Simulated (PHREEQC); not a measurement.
A solution holds 0.024 mol Al2(SO4)3, 0.0027 mol CaCl2, 0.0064 mol HCl and 0.23 mol NaCl per kg of water, at 35 °C. Closed to the air; pH follows from the charge balance.

All values are PHREEQC results (ion-association model, wateq4f.dat), not measurements.

This is a speciation only: nothing precipitates in the calculation.

Problem. Estimate the pH, ionic strength, activity of water.

Solution. pH 2.53; ionic strength 0.359 mol/kgw; activity of water 0.991.

Problem. In which forms is Al present?

Solution. AlSO4+ 64 %, Al+3 25 %, Al(SO4)2- 11 % of the Al.
